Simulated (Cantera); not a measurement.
## Equilibrium for carbothermic reduction: CuO + CH4 + N2

A closed system holds: 1 mol CuO, 0.58 mol CH4, 7.6 mol N2, equilibrated at 0.00133 bar.

Cantera equilibrium calculation (NASA polynomials, part measured and part estimated; ideal gas, pure solids and liquids). Candidate condensed phases: C, C6H6, C7H8, C8H18, Cu, CuO, Cu(OH)2, Cu2O, H2O; 139 gas species. The numbers say what is thermodynamically allowed, not how fast it happens.

From 1877 °C to 2227 °C nothing is condensed. The main Cu-bearing gas is Cu throughout.

```csv
T (°C),x N2,x H,x Cu,x H2,x CO,x H2O,x O
1877,0.723,0.0290,0.0951,0.0630,0.0502,0.0319,0.000616
1927,0.719,0.0376,0.0946,0.0594,0.0501,0.0302,0.00117
1977,0.714,0.0479,0.0939,0.0556,0.0499,0.0277,0.00213
2027,0.707,0.0601,0.0931,0.0514,0.0498,0.0243,0.00366
2077,0.700,0.0739,0.0921,0.0469,0.0497,0.0203,0.00588
2127,0.691,0.0893,0.0910,0.0420,0.0496,0.0159,0.00881
2177,0.682,0.105,0.0899,0.0368,0.0496,0.0115,0.0123
2227,0.673,0.122,0.0887,0.0312,0.0495,0.00776,0.0161
```
x: gas mole fraction; nothing condenses.
